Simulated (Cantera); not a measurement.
A perfectly stirred reactor is fed with CH₄ : CO : O₂ : N₂ = 1 : 0.44 : 2.02 : 7.59 (molar parts), equivalence ratio 1.1, at 1600000 Pa; it is adiabatic with a 400 K inlet, and is followed from long to short residence time, starting on the burning branch (τ in s: 0.051, 0.025, 0.012, 0.0061, 0.003, 0.0015, 0.00074, 0.00037, 0.00018, 8.9e-05).

Detailed kinetics in Cantera: GRI-Mech 3.0 (53 species, 325 reactions). The pressure lies above the range GRI-Mech 3.0 was tuned for (to about 10 atm).

Q: What does this change do: pressure from 1600000 Pa to 500000 Pa?

A: 
| quantity | before | after |
|---|---|---|
| blow-out, bracketed by the residence times tried | burning at 89.0 µs, the shortest tried | burning at 89.0 µs, the shortest tried |
| x(CH₄) at τ = 51.0 ms | 3.53e-6 | 4.05e-6 |
| x(CO) at τ = 51.0 ms | 0.0289 | 0.0298 |
| x(O₂) at τ = 51.0 ms | 0.000228 | 0.000665 |
| x(H₂O) at τ = 51.0 ms | 0.172 | 0.171 |
| x(NO) at τ = 51.0 ms | 0.000424 | 0.000621 |
| x(CH₄) at τ = 1.50 ms | 4.24e-5 | 4.26e-5 |
| x(CO) at τ = 1.50 ms | 0.0305 | 0.0339 |
| x(O₂) at τ = 1.50 ms | 0.00130 | 0.00336 |
| x(H₂O) at τ = 1.50 ms | 0.170 | 0.167 |
| x(NO) at τ = 1.50 ms | 0.000381 | 0.000439 |

Q: What does this change do: inlet temperature 400 to 750 K?

A: 
```tsv
quantity	before	after
blow-out, bracketed by the residence times tried	burning at 89.0 µs, the shortest tried	burning at 89.0 µs, the shortest tried
x(CH₄) at τ = 51.0 ms	3.53e-6	5.37e-7
x(CO) at τ = 51.0 ms	0.0289	0.0329
x(O₂) at τ = 51.0 ms	0.000228	0.00135
x(H₂O) at τ = 51.0 ms	0.172	0.169
x(NO) at τ = 51.0 ms	0.000424	0.00183
x(CH₄) at τ = 1.50 ms	4.24e-5	1.43e-5
x(CO) at τ = 1.50 ms	0.0305	0.0338
x(O₂) at τ = 1.50 ms	0.00130	0.00219
x(H₂O) at τ = 1.50 ms	0.170	0.169
x(NO) at τ = 1.50 ms	0.000381	0.00121
```
